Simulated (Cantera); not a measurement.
Input: 1 mol SiF4, 0.061 mol C3H8, a varied amount of H2, at 1225 °C and 83000 Pa.

Equilibrium computed with Cantera from the NASA thermochemical tables; the gas is ideal and each condensed phase is pure. Candidate condensed phases: C, C6H6, C7H8, C8H18, Si, SiC; 113 gas species. The numbers say what is thermodynamically allowed, not how fast it happens.

Problem. Which condensed phases are stable at each of these points (n(H2) (mol)): 28, 40, 57, 80, 110, 160, 230, 320, 460, 650, 920?

Solution. 
```json
[
 {"n(H2) (mol)": "28", "condensed phases": "C(graphite) + SiC(s)", "Si condensed (%)": "0.4"},
 {"n(H2) (mol)": "40", "condensed phases": "C(graphite) + SiC(s)", "Si condensed (%)": "1.3"},
 {"n(H2) (mol)": "57", "condensed phases": "C(graphite) + SiC(s)", "Si condensed (%)": "2.4"},
 {"n(H2) (mol)": "80", "condensed phases": "SiC(s)", "Si condensed (%)": "3.5"},
 {"n(H2) (mol)": "110", "condensed phases": "SiC(s)", "Si condensed (%)": "3.9"},
 {"n(H2) (mol)": "160", "condensed phases": "SiC(s)", "Si condensed (%)": "4.5"},
 {"n(H2) (mol)": "230", "condensed phases": "SiC(s)", "Si condensed (%)": "5.1"},
 {"n(H2) (mol)": "320", "condensed phases": "SiC(s)", "Si condensed (%)": "5.6"},
 {"n(H2) (mol)": "460", "condensed phases": "SiC(s)", "Si condensed (%)": "6.2"},
 {"n(H2) (mol)": "650", "condensed phases": "SiC(s)", "Si condensed (%)": "6.8"},
 {"n(H2) (mol)": "920", "condensed phases": "SiC(s)", "Si condensed (%)": "7.3"}
]
```

From 28 mol H2 to 57 mol H2 the condensed part is C(graphite) + SiC(s). From 80 mol H2 to 920 mol H2 the condensed part is SiC(s).
